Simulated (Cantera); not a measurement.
Feed: 1 mol FeCl3, 33 mol H2, 47 mol N2, held at 1.00 bar.

Equilibrium computed with Cantera from the NASA thermochemical tables; the gas is ideal and each condensed phase is pure. Candidate condensed phases: Fe, FeCl2, FeCl3, NH4Cl; 18 gas species. The numbers say what is thermodynamically allowed, not how fast it happens. All values below are at 1923 K.

Base state: N2 0.576, H2 0.389, HCl 0.0308, FeCl2 0.00299, H 0.000588, Fe 0.000148, Cl 3.50e-5 (mole fractions); condensed: Fe(l).

Task: What changes in the equilibrium state with this change: 1.7 mol Cl2 added?

Result: 
| species | before | after |
|---|---|---|
| N2 | 0.576 | 0.565 |
| H2 | 0.389 | 0.368 |
| HCl | 0.0308 | 0.0559 |
| FeCl2 | 0.00299 | 0.0104 |
| Cl | 3.50e-5 | 6.53e-5 |
| H | 0.000588 | 0.000572 |
| Fe(l), mol | 0.744 | 0.118 |

Task: What changes in the equilibrium state with this change: pressure from 1.00 bar to 0.0133 bar?

Result: 
```tsv
species	before	after
N2	0.576	0.570
H2	0.389	0.382
HCl	0.0308	0.0308
Fe	0.000148	0.00949
Cl	3.50e-5	0.000306
H	0.000588	0.00504
Fe(l), mol	0.744	0
```
